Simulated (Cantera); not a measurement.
Charge: 1 mol Si2Cl6, 6.3 mol NH3, equilibrated at 97000 Pa.

Cantera equilibrium calculation (NASA polynomials, part measured and part estimated; ideal gas, pure solids and liquids). Candidate condensed phases: NH4Cl, Si, Si3N4; 28 gas species. The feed counts by its element totals alone. The tables' values for SiCl3 are old estimates; treat these amounts as uncertain. The numbers say what is thermodynamically allowed, not how fast it happens. All values below are at 1348 K.

Base state: H2 0.499, HCl 0.334, N2 0.144, SiCl4 0.0200, SiHCl3 0.00169, SiCl3 0.00115, SiCl2 0.000331, SiH2Cl2 2.09e-5 (mole fractions); condensed: Si3N4(s).

### Question
What changes in the equilibrium state with this change: pressure from 97000 Pa to 133 Pa?

### Answer
```
species          before     after
-------------  --------  --------
H2                0.499     0.482
HCl               0.334     0.337
N2                0.144     0.148
SiCl2          0.000331    0.0276
SiCl4            0.0200   0.00240
NH3             1.34e-5   1.77e-8
Cl              9.27e-7   2.56e-5
H               1.66e-6   4.40e-5
SiH2Cl2         2.09e-5   2.31e-6
SiHCl3          0.00169  0.000195
Si3N4(s), mol     0.557     0.503
```
